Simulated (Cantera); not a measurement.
A closed system holds: 1 mol BF3, 190 mol H2, 0.54 mol N2, held at 1152 °C and 0.705 Torr.

Method: chemical equilibrium by Gibbs-energy minimisation in Cantera with the NASA 1993 tables (ideal gas, pure condensed phases). Candidate condensed phases: B, BN; 31 gas species. N2 is the only nitrogen source here; it is nearly inert below about 1500 K, so the nitride shown seldom forms there in practice. The tables' values for BF2 are old estimates; treat these amounts as uncertain. Equilibrium is a limit: real reactors are often held back by kinetics, nucleation or transport.

Base state: H2 0.989, HF 0.00488, BF3 0.00312, N2 0.00216, BF2 0.000353, BHF2 0.000289, H 0.000221, BF 0.000148 (mole fractions); condensed: BN(s).

### Question
What changes in the equilibrium state with this change: temperature from 1152 °C to 1800 °C?

### Answer
```
species       before     after
----------  --------  --------
H2             0.989     0.901
H           0.000221    0.0814
HF           0.00488   0.00983
BF          0.000148   0.00484
BF3          0.00312   2.20e-6
BHF2        0.000289   2.25e-6
BF2         0.000353  0.000134
N2           0.00216   0.00269
BN(s), mol     0.252         0
```

### Question
What changes in the equilibrium state with this change: temperature from 1152 °C to 725 °C?

### Answer
```tsv
species	before	after
H2	0.989	0.991
BF3	0.00312	0.00436
HF	0.00488	0.00255
BF	0.000148	<1e-9
BF2	0.000353	5.48e-8
H	0.000221	6.98e-8
BHF2	0.000289	9.10e-6
N2	0.00216	0.00240
BN(s), mol	0.252	0.162
```

### Question
What changes in the equilibrium state with this change: temperature from 1152 °C to 677 °C?

### Answer
```csv
species,before,after
H2,0.989,0.991
BF3,0.00312,0.00446
N2,0.00216,0.00244
HF,0.00488,0.00226
BF,0.000148,<1e-9
BF2,0.000353,1.21e-8
H,0.000221,1.81e-8
BHF2,0.000289,4.94e-6
"BN(s), mol",0.252,0.144
```
